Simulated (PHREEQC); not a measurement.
0.065 g of hydrous ferric oxide (600 m²/g; 0.2 weak and 0.005 strong sites per Fe, Dzombak-Morel constants, diffuse double layer) in 1 kg of water with 0.1 mol/kgw of an inert sodium salt and 0.039 mmol/kgw Na2HAsO4, 0.057 mmol/kgw NiCl2 and 0.41 mmol/kgw Na2SO4, at 25 °C; the pH is set by adding NaOH or the inert anion's acid. O2 is buffered at 0.21 atm. The system is closed to CO2. No solid was allowed to form.

Computed with PHREEQC (ion-association model, wateq4f.dat).

Task: Predict Ni sorbed (%), surface charge σ (C/m²) at pH = 5.88, 6.25, 7, 7.38.

Result: 
| pH | Ni sorbed (%) | surface charge σ (C/m²) |
|---|---|---|
| 5.88 | 3.4 | 0.056 |
| 6.25 | 6.4 | 0.040 |
| 7 | 27.9 | 0.010 |
| 7.38 | 58.3 | -0.002 |

Along this series the solution becomes supersaturated in solids that the run did not let form, among them Ni(OH)2. The database has no arsenate complexes of Ni.
